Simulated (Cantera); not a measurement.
A Cantera script and what it prints.

```python
import numpy as np
import cantera as ct

gas_names = """
    H HO2 H2 H2O H2O2 O OH O2 O3 Ta TaO TaO2
""".split()
cond_names = """
    H2O(s) H2O(L) Ta(cr) Ta(L) Ta2O5(s) Ta2O5(L)
""".split()


def load(file, names, dense=False):
    # The tables refer to 1 bar. Condensed volumes are neglected.
    table = {s.name: s for s in ct.Species.list_from_file(file)}
    out = []
    for n in names:
        d = dict(table[n].input_data)
        d["thermo"] = dict(d["thermo"], **{"reference-pressure": 1e5})
        if dense:
            d["equation-of-state"] = {"model": "constant-volume", "density": "1e6 g/cm^3"}
        out.append(ct.Species.from_dict(d))
    return out


gas = ct.Solution(thermo="ideal-gas", species=load("nasa_gas.yaml", gas_names))
cond = {s.name: ct.Solution(thermo="fixed-stoichiometry", species=[s], name=s.name)
        for s in load("nasa_condensed.yaml", cond_names, dense=True)}
atoms = {
    'Ta2O5': {'Ta': 2, 'O': 5},
    'H2': {'H': 2},
    'H2O': {'H': 2, 'O': 1},
}
top_T = {}  # K; cautious upper limits of use, not melting points


def equilibrate(T, P, feed):
    n = {}
    for name, mol in feed.items():
        for a, k in atoms[name].items():
            n[a] = n.get(a, 0.0) + k * mol
    gas.TPX = T, P, n
    mass = sum(n.values()) * gas.mean_molecular_weight
    gas.equilibrate("TP")
    valid = [c for c in cond.values() if c.min_temp <= T <= top_T.get(c.name, c.max_temp)]
    mix = ct.Mixture([(gas, mass / gas.mean_molecular_weight)] + [(c, 0.0) for c in valid])
    mix.T, mix.P = T, P
    mix.equilibrate("TP", solver="vcs", rtol=1e-11, max_steps=5000)
    return mix


results = []
feed = {'Ta2O5': 1, 'H2': 3.7, 'H2O': 6.7}  # mol
P = 280000  # Pa
for T in [1448, 1548, 1648, 1748, 1848, 1948, 2048, 2148]:
    mix = equilibrate(T, P, feed)
    results.append((T, P, feed, dict(zip(mix.species_names, mix.species_moles))))

top = {s: max(r[3][s] / sum(r[3][g] for g in gas_names) for r in results) for s in gas_names}
cols = sorted((s for s in top if top[s] > 0.001), key=lambda s: -top[s])[:7]
seen = [c for c in cond_names if any(r[3].get(c, 0) > 1e-12 for r in results)]
print("log10 of partial pressures in bar; condensed amounts in mol")
print(f"{'T/K':>10s}" + "".join(f"{s[:9]:>10s}" for s in cols + seen))
for T, P, feed, n in results:
    ng = sum(n[g] for g in gas_names)
    print(f"{T:10.4g}" + "".join(f"{np.log10(max(n[s] / ng * P / 1e5, 1e-99)):10.3f}" for s in cols)
          + "".join(f"{n.get(c, 0):10.4g}" for c in seen))
```

It prints:

```
log10 of partial pressures in bar; condensed amounts in mol
       T/K       H2O        H2         H  Ta2O5(s)  Ta2O5(L)
      1448     0.256    -0.002    -5.036         1         0
      1548     0.256    -0.002    -4.512         1         0
      1648     0.256    -0.002    -4.051         1         0
      1748     0.256    -0.002    -3.642         1         0
      1848     0.256    -0.002    -3.276         1         0
      1948     0.256    -0.002    -2.948         1         0
      2048     0.256    -0.002    -2.651         1         0
      2148     0.256    -0.003    -2.381         0         1
```

Cantera equilibrium calculation (NASA polynomials, part measured and part estimated; ideal gas, pure solids and liquids).
